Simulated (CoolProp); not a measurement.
Saturation properties of C2F6 (R116) (Tc = 19.9 °C, pc = 3.048 MPa, ω = 0.257).

Model: reference Helmholtz-energy equation of state, Lemmon 2006, in CoolProp. It is a short technical equation, of lower accuracy than the large ones.

| T (°C) | p (MPa) | liquid density (kg/m³) | liquid cp (kJ/(kg K)) | vapour Z | liquid viscosity (µPa s) |
|---|---|---|---|---|---|
| -89.45 | 0.05265 | 1654 | 0.9151 | 0.9717 | 528 |
| -85.65 | 0.06622 | 1638 | 0.9237 | 0.9667 | [?] |
| -81.95 | 0.08195 | 1622 | 0.9324 | 0.9612 | 455 |
| -78.15 | 0.1010 | 1605 | 0.9417 | 0.9550 | 423 |
| -74.35 | 0.1234 | 1588 | 0.9514 | 0.9482 | 395 |
| -70.55 | 0.1494 | [?] | 0.9615 | 0.9407 | 369 |
| -66.75 | [?] | 1553 | 0.9720 | 0.9325 | 345 |
| -63.05 | 0.2129 | 1536 | 0.9828 | 0.9239 | 324 |
| -59.25 | 0.2521 | 1518 | 0.9945 | 0.9143 | 304 |
| -55.45 | 0.2965 | 1499 | 1.007 | 0.9040 | 285 |
| -51.65 | 0.3466 | 1480 | 1.020 | 0.8928 | 267 |
| -47.95 | 0.4013 | 1461 | 1.033 | 0.8812 | 252 |
| -44.15 | 0.4639 | 1441 | 1.048 | 0.8685 | 236 |
| -40.35 | 0.5335 | 1420 | 1.064 | 0.8548 | 222 |

Problem. Some entries are withheld; supply them.

Solution. 
- -85.65, liquid viscosity (µPa s): 489
- -70.55, liquid density (kg/m³): 1571
- -66.75, p (MPa): 0.1794

It boils at -78.1 °C under 1 atm.

Viscosity comes from a separate model (Huber 2003), an estimate that may be off by 10 % or more.
